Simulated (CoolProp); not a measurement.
Vapour-liquid equilibrium of R13 (1) + n-butane (2) at 249.3 K; x and y are mole fractions of (1).

Values from CoolProp's multi-fluid Helmholtz-energy mixture model, Platzer 1990 and Bücker 2006; pair parameters Bell 2016. This equation is an older, rougher fit; its heat capacities, sound speeds and derivatives of the liquid may be far off and weren't checked against measurements.

Give the bubble pressure and the first vapour's composition at x = 0.275, 0.35, 0.725. Is there an azeotrope?

x = 0.275: 4.266 bar, y = 0.919; x = 0.35: 4.956 bar, y = 0.933; x = 0.725: 7.687 bar, y = 0.970. No azeotrope shows between x = 0.05 and 0.95.

The pair parameters rest on a limited set of measurements; away from them the model extrapolates. The gap from Raoult's law changes sign with composition, which may be real or a fault of the pair parameters; it wasn't checked against measurements. With so large a gap from Raoult's law the liquid may split in two, which this calculation doesn't test in full.
